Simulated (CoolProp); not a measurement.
Model: reference Helmholtz-energy equation of state, Zhou 2011, in CoolProp.

Q: For dimethyl carbonate, give the phase and the cv (kJ/(kg K)) at 553.3 K and 0.157 MPa; 546.7 K and 13.1 MPa.

A: 
- 553.3 K and 0.157 MPa: gas; cv 1.69
- 546.7 K and 13.1 MPa: liquid; cv 1.78
